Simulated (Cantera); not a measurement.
Input (Python, Cantera) and output of one run.

```python
import numpy as np
import cantera as ct

gas_names = """
    H HO2 H2 H2O H2O2 O OH O2 O3 Si SiH SiH2 SiH3 SiH4 SiO SiO2 Si2 Si3
""".split()
cond_names = """
    H2O(s) H2O(L) Si(cr) Si(L) SiO2(Lqz) SiO2(hqz) SiO2(L)
""".split()


# ... load() reads the species with a 1 bar reference pressure and builds the phases ...
atoms = {
    'Si': {'Si': 1},
    'O2': {'O': 2},
    'H2': {'H': 2},
}
top_T = {}  # K; cautious upper limits of use, not melting points


# ... equilibrate(T, P, feed) seeds the gas with the atoms and calls Mixture.equilibrate('TP', solver="vcs", rtol=1e-11, max_steps=5000) ...
results = []
feed = {'Si': 1, 'O2': 0.0016, 'H2': 51}  # mol
P = 1333.22  # Pa
for T in [1073, 1123, 1173, 1223, 1273, 1323, 1373, 1423, 1473, 1523, 1573, 1623, 1673, 1723]:
    mix = equilibrate(T, P, feed)
    results.append((T, P, feed, dict(zip(mix.species_names, mix.species_moles))))

top = {s: max(r[3][s] / sum(r[3][g] for g in gas_names) for r in results) for s in gas_names}
cols = sorted((s for s in top if top[s] > 0.001), key=lambda s: -top[s])[:7]
seen = [c for c in cond_names if any(r[3].get(c, 0) > 1e-12 for r in results)]
print("log10 of partial pressures in bar; condensed amounts in mol")
print(f"{'T/K':>10s}" + "".join(f"{s[:9]:>10s}" for s in cols + seen))
for T, P, feed, n in results:
    ng = sum(n[g] for g in gas_names)
    print(f"{T:10.4g}" + "".join(f"{np.log10(max(n[s] / ng * P / 1e5, 1e-99)):10.3f}" for s in cols)
          + "".join(f"{n.get(c, 0):10.4g}" for c in seen))
```

It prints:

```
log10 of partial pressures in bar; condensed amounts in mol
       T/K        H2         H    Si(cr)     Si(L) SiO2(hqz)
      1073    -1.875    -8.791    0.9984         0  0.001583
      1123    -1.875    -8.308    0.9983         0  0.001504
      1173    -1.875    -7.866    0.9979         0  0.001136
      1223    -1.875    -7.459    0.9968         0         0
      1273    -1.875    -7.084    0.9968         0         0
      1323    -1.875    -6.737    0.9968         0         0
      1373    -1.875    -6.415    0.9968         0         0
      1423    -1.875    -6.115    0.9968         0         0
      1473    -1.875    -5.835    0.9967         0         0
      1523    -1.875    -5.574    0.9966         0         0
      1573    -1.875    -5.328    0.9963         0         0
      1623    -1.875    -5.098    0.9957         0         0
      1673    -1.876    -4.881    0.9943         0         0
      1723    -1.876    -4.677         0    0.9915         0
```

These are equilibrium values from Cantera (NASA tables, ideal gas, pure condensed phases), not measurements of a reactor. Mutual solubility and eutectic melting of coexisting phases are not modelled. The tables hold silica as quartz up to 1696 K and as liquid above; real silica turns to tridymite and cristobalite and melts near 1996 K. Gases not in the tables: Si2H6 and higher silanes.
